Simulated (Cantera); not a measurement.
Cantera run, input and output.

```python
import numpy as np
import cantera as ct

gas = ct.Solution("gri30.yaml")
gas.TPX = 1100, 24000, {'N2O': 1, 'N2': 2.2}
inlet = ct.Reservoir(gas, clone=True)

reactor = ct.IdealGasConstPressureReactor(gas, energy="off", clone=False)
exhaust = ct.Reservoir(gas, clone=True)
tau = [15, 5.1, 1.7, 0.58, 0.2, 0.066, 0.022, 0.0075, 0.0025, 0.00085][0]
for a, b in ((inlet, reactor), (reactor, exhaust)):
    ct.MassFlowController(a, b, mdot=lambda t: reactor.mass / tau)
net = ct.ReactorNet([reactor])
show = ['N2O', 'NO', 'O2', 'O', 'NO2', 'N2']

rows = []
print(f"{'tau/s':>10s}{'T/K':>9s}" + "".join(f"{s:>11s}" for s in show))
for tau in [15, 5.1, 1.7, 0.58, 0.2, 0.066, 0.022, 0.0075, 0.0025, 0.00085]:
    net.initial_time = 0.0
    net.advance(30 * tau)
    before = gas.X
    net.advance(40 * tau)
    drift = np.max(np.abs(gas.X - before) / (gas.X + 1e-9))
    rows.append([gas.T, *gas[show].X, drift])
    print(f"{tau:10.3e}{gas.T:9.1f}" + "".join(f"{x:11.3e}" for x in gas[show].X))
```

Output:

```
     tau/s      T/K        N2O         NO         O2          O        NO2         N2
 1.500e+01   1100.0  2.383e-01  4.263e-03  2.995e-02  3.126e-07  1.381e-05  7.275e-01
 5.100e+00   1100.0  2.822e-01  1.769e-03  1.222e-02  3.221e-07  5.527e-06  7.038e-01
 1.700e+00   1100.0  3.016e-01  6.375e-04  4.378e-03  3.257e-07  1.809e-06  6.933e-01
 5.800e-01   1100.0  3.087e-01  2.235e-04  1.531e-03  3.268e-07  5.025e-07  6.895e-01
 2.000e-01   1100.0  3.112e-01  7.782e-05  5.323e-04  3.270e-07  1.094e-07  6.882e-01
 6.600e-02   1100.0  3.121e-01  2.575e-05  1.760e-04  3.268e-07  1.674e-08  6.877e-01
 2.200e-02   1100.0  3.124e-01  8.566e-06  5.852e-05  3.257e-07  2.132e-09  6.876e-01
 7.500e-03   1100.0  3.125e-01  2.893e-06  1.976e-05  3.225e-07  2.558e-10  6.875e-01
 2.500e-03   1100.0  3.125e-01  9.364e-07  6.395e-06  3.131e-07  2.730e-11  6.875e-01
 8.500e-04   1100.0  3.125e-01  2.935e-07  2.005e-06  2.887e-07  2.699e-12  6.875e-01
```

Detailed kinetics in Cantera: GRI-Mech 3.0 (53 species, 325 reactions). GRI-Mech 3.0 was tuned for natural gas; its chemistry of N2O as a main component is partial and can be far from experiment. The mechanism lacks the step 2 NO + O2 → 2 NO2, which can matter for NO2 below about 1400 K. The temperature is held fixed by assumption; the heat of reaction is taken as removed at once.
